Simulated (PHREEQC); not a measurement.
Solution (25 °C and 50 atm): 1.5 mol HCl, 2.3 mol FeCl2 and 0.97 mol MgCl2 per kg of water. Closed to the air; pH follows from the charge balance.

The numbers come from PHREEQC with the Pitzer model, pitzer.dat.

**Question.** The ionic strength comes out as 11.3 mol/kgw. What activity coefficients do Mg+2, H+, Cl-, Fe+2 get?

**Answer.** Mg+2 150, H+ 29, Cl- 0.76, Fe+2 47. Single-ion values are on the MacInnes scale.

Precipitation was switched off in this run. In brines, pH and single-ion activities rest on the MacInnes convention. Under pressure, the constants of complexes without a molar volume in the database are unreliable.
